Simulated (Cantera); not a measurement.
Input (Python, Cantera) and output of one run.

```python
import numpy as np
import cantera as ct

gas_names = [...]  # 92 gases of nasa_gas.yaml made of C, H, N
cond_names = """
    C(gr) C6H6(L) C7H8(L) C8H18(L),n-octa
""".split()


# ... load() reads the species with a 1 bar reference pressure and builds the phases ...
atoms = {
    'CH4': {'C': 1, 'H': 4},
    'NH3': {'N': 1, 'H': 3},
}
top_T = {'C(gr)': 4500}  # K; cautious upper limits of use, not melting points


# ... equilibrate(T, P, feed) seeds the gas with the atoms and calls Mixture.equilibrate('TP', solver="vcs", rtol=1e-11, max_steps=5000) ...
results = []
feed = {'CH4': 1, 'NH3': 0.19}  # mol
P = 15  # Pa
for T in [1298, 1348, 1398, 1448, 1498, 1548, 1598, 1648, 1698, 1748, 1798]:
    mix = equilibrate(T, P, feed)
    results.append((T, P, feed, dict(zip(mix.species_names, mix.species_moles))))

top = {s: max(r[3][s] / sum(r[3][g] for g in gas_names) for r in results) for s in gas_names}
cols = sorted((s for s in top if top[s] > 0.001), key=lambda s: -top[s])[:6]
seen = [c for c in cond_names if any(r[3].get(c, 0) > 1e-12 for r in results)]
print("log10 of partial pressures in bar; condensed amounts in mol")
print(f"{'T/K':>10s}" + "".join(f"{s[:9]:>10s}" for s in cols + seen))
for T, P, feed, n in results:
    ng = sum(n[g] for g in gas_names)
    print(f"{T:10.4g}" + "".join(f"{np.log10(max(n[s] / ng * P / 1e5, 1e-99)):10.3f}" for s in cols)
          + "".join(f"{n.get(c, 0):10.4g}" for c in seen))
```

Result:

```
log10 of partial pressures in bar; condensed amounts in mol
       T/K        H2        N2         H       HCN     C(gr)
      1298    -3.842    -5.223    -7.891    -8.224    0.9999
      1348    -3.842    -5.223    -7.557    -8.027    0.9998
      1398    -3.842    -5.223    -7.246    -7.844    0.9998
      1448    -3.842    -5.224    -6.956    -7.674    0.9996
      1498    -3.842    -5.224    -6.686    -7.515    0.9995
      1548    -3.843    -5.225    -6.433    -7.367    0.9992
      1598    -3.844    -5.226    -6.196    -7.229    0.9989
      1648    -3.845    -5.227    -5.973    -7.100    0.9985
      1698    -3.847    -5.229    -5.763    -6.979    0.9979
      1748    -3.850    -5.232    -5.566    -6.866    0.9972
      1798    -3.854    -5.236    -5.381    -6.761    0.9963
```

Equilibrium computed with Cantera from the NASA thermochemical tables; the gas is ideal and each condensed phase is pure.
